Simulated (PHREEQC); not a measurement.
# Buffer: an equilibrium model

Solution (73 °C): 4.2 mmol/kgw KHCO3 and 1.6 mmol/kgw Na2B4O7. Closed to the air; pH follows from the charge balance.

All values are PHREEQC results (Pitzer model, pitzer.dat), not measurements.

This is a speciation only: nothing precipitates in the calculation.

Q: Predict the pH, osmotic coefficient.

A: pH 9.02; osmotic coefficient 0.974.

Q: In which forms is B present?

A: B(OH)3 60 %, B(OH)4- 40 % of the B.

Species that the database lacks are ignored. Away from 25 °C the constants follow the database's enthalpies or fits; those with neither stay at their 25 °C values.
